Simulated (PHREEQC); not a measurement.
A column of 0.5 m (30 cells, dispersivity 0.04 m, 60 s a shift, diffusion coefficient 3e-10 m²/s) holds 0.015 eq of the database's cation exchanger X per kg of pore water, first in equilibrium with 0.00046 mol ZnCl2, 6.9e-05 mol PbCl2, 0.0074 mol SrCl2 and 1e-05 mol HCl per kg of water. It is flushed with 0.0076 mol ZnCl2, 0.00097 mol MgCl2 and 1e-05 mol HCl per kg of water, at 25 °C. Values are for the last cell. CO2 from the air is kept out. No solid was allowed to form.

Base run: PHREEQC, ion-association model, phreeqc.dat. Each further column changes one thing. The table gives Mg in solution (mol/kgw).

```json
[
 {"pore volumes": "0", "base": "0", "exchange capacity from 0.015 to 0.0075 eq/kgw": "0", "dispersivity from 0.04 to 0.08 m": "0"},
 {"pore volumes": "0.2833", "base": "3.85e-9", "exchange capacity from 0.015 to 0.0075 eq/kgw": "3.79e-8", "dispersivity from 0.04 to 0.08 m": "6.87e-7"},
 {"pore volumes": "0.6833", "base": "3.55e-5", "exchange capacity from 0.015 to 0.0075 eq/kgw": "8.48e-5", "dispersivity from 0.04 to 0.08 m": "0.000101"},
 {"pore volumes": "1.083", "base": "0.000256", "exchange capacity from 0.015 to 0.0075 eq/kgw": "0.000407", "dispersivity from 0.04 to 0.08 m": "?"},
 {"pore volumes": "1.35", "base": "0.000440", "exchange capacity from 0.015 to 0.0075 eq/kgw": "0.000607", "dispersivity from 0.04 to 0.08 m": "0.000487"},
 {"pore volumes": "1.617", "base": "0.000595", "exchange capacity from 0.015 to 0.0075 eq/kgw": "0.000748", "dispersivity from 0.04 to 0.08 m": "0.000607"},
 {"pore volumes": "2.017", "base": "0.000756", "exchange capacity from 0.015 to 0.0075 eq/kgw": "?", "dispersivity from 0.04 to 0.08 m": "0.000737"},
 {"pore volumes": "2.417", "base": "0.000850", "exchange capacity from 0.015 to 0.0075 eq/kgw": "0.000926", "dispersivity from 0.04 to 0.08 m": "?"},
 {"pore volumes": "2.683", "base": "0.000889", "exchange capacity from 0.015 to 0.0075 eq/kgw": "0.000945", "dispersivity from 0.04 to 0.08 m": "0.000858"},
 {"pore volumes": "2.95", "base": "0.000915", "exchange capacity from 0.015 to 0.0075 eq/kgw": "0.000956", "dispersivity from 0.04 to 0.08 m": "?"},
 {"pore volumes": "3.35", "base": "0.000940", "exchange capacity from 0.015 to 0.0075 eq/kgw": "?", "dispersivity from 0.04 to 0.08 m": "0.000916"},
 {"pore volumes": "3.75", "base": "0.000953", "exchange capacity from 0.015 to 0.0075 eq/kgw": "0.000967", "dispersivity from 0.04 to 0.08 m": "0.000935"},
 {"pore volumes": "4.017", "base": "0.000959", "exchange capacity from 0.015 to 0.0075 eq/kgw": "0.000968", "dispersivity from 0.04 to 0.08 m": "0.000944"}
]
```

### Question
Complete the blanks.

### Answer

- 1.083, dispersivity from 0.04 to 0.08 m: 0.000338
- 2.017, exchange capacity from 0.015 to 0.0075 eq/kgw: 0.000869
- 2.417, dispersivity from 0.04 to 0.08 m: 0.000820
- 2.95, dispersivity from 0.04 to 0.08 m: 0.000887
- 3.35, exchange capacity from 0.015 to 0.0075 eq/kgw: 0.000964
